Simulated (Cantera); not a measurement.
**Ignition delay**

Mixture: CH4 : O2 : N2 : CO2 = 1 : 1.43 : 5.37 : 0.71 (molar parts), equivalence ratio 1.4, at 1.30 bar, adiabatic and at constant volume. Ignition delay is the time to a rise of 400 K.

Cantera simulation using GRI-Mech 3.0 (53 species, 325 reactions); the numbers are that mechanism's predictions, not measurements.

```tsv
T0 (K)	delay (ms)
1098	218
1148	102
1198	49.3
1248	24.8
1298	12.8
1348	6.84
```

```yaml
apparent activation energy between 1248 and 1348 K: 180 kJ/mol
```
